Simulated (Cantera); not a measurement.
A perfectly stirred reactor is fed with 30.3 % CH4, 69.7 % N2, at 760 Torr; it is held at 1800 K, and followed from long to short residence time.

Model: GRI-Mech 3.0 (53 species, 325 reactions), integrated in Cantera. GRI-Mech 3.0 stops at C3 and has no aromatics, soot or wall deposition, so with more carbon than oxygen in the feed, carbon stays in small species such as C2H2 where larger ones or solid carbon would form.

One state of this run: x CH4 = 0.0846; x C2H = 3.98e-7; x HCN = 6.13e-7; x H = 0.000139; x C2H4 = 0.00169. x: mole fraction; the columns are a selection and need not sum to one.

### Question
Which value of τ (s) does it belong to?
(A) 0.60
(B) 0.037
(C) 0.00036
(D) 0.015

### Answer
D, 0.015
